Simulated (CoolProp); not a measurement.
CF4 (R14) along the isobar 12.4 MPa: density (kg/m³) from the reference equation and from simpler models built on Tc = -45.8 °C, pc = 3.762 MPa, ω = 0.178; each cubic takes its own stable root.

Computed with CoolProp (reference Helmholtz-energy equation of state, Platzer 1990). This equation is an older, rougher fit; its heat capacities, sound speeds and derivatives of the liquid may be far off and weren't checked against measurements.

| T (°C) | phase | reference |
|---|---|---|
| -78.65 | liquid | 1396 |
| -66.25 | liquid | 1325 |
| -53.75 | liquid | 1246 |
| -41.35 | supercritical | 1160 |
| -28.95 | supercritical | 1065 |
| -16.55 | supercritical | 960.8 |
| -4.05 | supercritical | 851.6 |
| 8.35 | supercritical | 749.6 |

Q: How far does each simpler model (van der Waals, Peng-Robinson) lie from the reference over these 8 states: mean and median of the absolute difference, and the worst?

A: 
- van der Waals: mean 19.5 %, median 21.8 %, worst -28.4 % at -78.65 °C and 12.4 MPa
- Peng-Robinson: mean 4.6 %, median 4.4 %, worst +10.1 % at -78.65 °C and 12.4 MPa
